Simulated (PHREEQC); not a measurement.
Spent oxide etchant: speciation

Dissolve 0.0016 mol HF, 0.0004 mol (NH4)2SiF6 and 0.052 mol HBF4 per kg of water at 90 °C. Closed to the air; pH follows from the charge balance.

The numbers come from PHREEQC with the ion-association model, phreeqc.dat.

No solid was allowed to form.

Estimate the pH.

pH 1.43.

In which forms is Si present?

SiF6-2 54 %, H4SiO4 46 % of the Si.

Complexes and solids missing from the database can't appear. At this temperature some constants are extrapolated from 25 °C, and those without enthalpy data are left unchanged. SiF6-2 is the database's only silicon fluoride. Real BF4- forms and hydrolyses slowly; the run takes it at equilibrium.
